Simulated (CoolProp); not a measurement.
Properties of normal hydrogen at several states.

Model: reference Helmholtz-energy equation of state, Leachman 2009, in CoolProp.

```
T (K)  p (kPa)  phase      Z  cp (kJ/(kg K))  Joule-Thomson coefficient (K/MPa)  isothermal compressibility (1/MPa)  viscosity (µPa s)  fugacity coefficient
-----  -------  -----  -----  --------------  ---------------------------------  ----------------------------------  -----------------  --------------------
656.6      460    gas  1.001           14.58                            -0.5634                               2.171               15.4                 1.001
952.7      743    gas  1.002           14.92                            -0.5898                               1.344               20.0                 1.002
794.6       18    gas  1.000           14.70                            -0.5841                               55.55               17.6                 1.000
786.4      360    gas  1.001           14.70                            -0.5832                               2.775               17.5                 1.001
```

Viscosity comes from a separate model (Muzny 2013).
